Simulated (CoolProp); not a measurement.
Sulfur dioxide along the isotherm 525 K: fugacity coefficient from the reference equation and from simpler models built on Tc = 430.6 K, pc = 78.87 bar, ω = 0.256; each cubic takes its own stable root.

The numbers come from the reference Helmholtz-energy equation of state, Gao 2016 in CoolProp.

```tsv
p (bar)	phase	reference	van der Waals	Redlich-Kwong
0.623	gas	0.9987	0.9986	0.9985
1.05	gas	0.9977	0.9976	0.9975
1.78	gas	0.9962	0.9959	0.9957
3	gas	0.9936	0.9931	0.9928
5.06	gas	0.9891	0.9884	0.9879
8.53	gas	0.9817	0.9804	0.9796
14.4	gas	(withheld)	0.9671	0.9658
24.3	gas	(withheld)	0.9446	0.9427
41	gas	0.9140	0.9071	(withheld)
69.2	gas	0.8576	0.8444	0.8427
117	supercritical	0.7681	0.7404	(withheld)
197	supercritical	0.6414	0.5974	0.6134
```

Problem. Fill in the missing entries.

Solution. 
- 14.4, reference: 0.9693
- 24.3, reference: 0.9485
- 41, Redlich-Kwong: 0.9047
- 117, Redlich-Kwong: 0.7450
